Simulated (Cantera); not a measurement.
## Equilibrium for carbothermic reduction: Cu2O + CH4 + N2

Charge: 1 mol Cu2O, 0.92 mol CH4, 0.87 mol N2, equilibrated at 0.680 bar.

Method: chemical equilibrium by Gibbs-energy minimisation in Cantera with the NASA 1993 tables (ideal gas, pure condensed phases). Candidate condensed phases: C, C6H6, C7H8, C8H18, Cu, CuO, Cu(OH)2, Cu2O, H2O; 139 gas species. Rates play no part.

From 1848 K to 2348 K the condensed part is Cu(l). The main Cu-bearing gas is Cu throughout. The share of Cu in condensed phases is highest at 1848 K (99.8 %) and lowest at 2348 K (79.7 %).

| T (K) | x H2 | x CO | x N2 | x Cu | x H2O | x H | n Cu(l) |
|---|---|---|---|---|---|---|---|
| 1848 | 0.486 | 0.251 | 0.239 | 0.00137 | 0.0195 | 0.000448 | 2.00 |
| 1898 | 0.486 | 0.250 | 0.239 | 0.00233 | 0.0196 | 0.000661 | 1.99 |
| 1948 | 0.485 | 0.250 | 0.239 | 0.00385 | 0.0196 | 0.000954 | 1.99 |
| 1998 | 0.483 | 0.249 | 0.238 | 0.00622 | 0.0197 | 0.00135 | 1.98 |
| 2048 | 0.481 | 0.249 | 0.237 | 0.00979 | 0.0197 | 0.00188 | 1.96 |
| 2098 | 0.478 | 0.247 | 0.236 | 0.0151 | 0.0196 | 0.00258 | 1.94 |
| 2148 | 0.473 | 0.245 | 0.234 | 0.0227 | 0.0195 | 0.00348 | 1.91 |
| 2198 | 0.467 | 0.242 | 0.231 | 0.0336 | 0.0193 | 0.00461 | 1.87 |
| 2248 | 0.458 | 0.238 | 0.227 | 0.0488 | 0.0190 | 0.00603 | 1.81 |
| 2298 | 0.447 | 0.233 | 0.222 | 0.0697 | 0.0186 | 0.00776 | 1.72 |
| 2348 | 0.431 | 0.225 | 0.215 | 0.0980 | 0.0180 | 0.00983 | 1.59 |
x: gas mole fraction; n: condensed amount in mol.
